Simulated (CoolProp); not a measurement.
Values from CoolProp's reference Helmholtz-energy equation of state, Schmidt 1985.

### Question
For oxygen, give the phase and the cp (kJ/(kg K)), cv (kJ/(kg K)), speed of sound (m/s) at 103.6 K and 0.73 bar; 103.6 K and 16.2 bar.

### Answer
- 103.6 K and 0.73 bar: gas; cp 0.927, cv 0.652, speed of sound 193
- 103.6 K and 16.2 bar: liquid; cp 1.75, cv 0.886, speed of sound 800
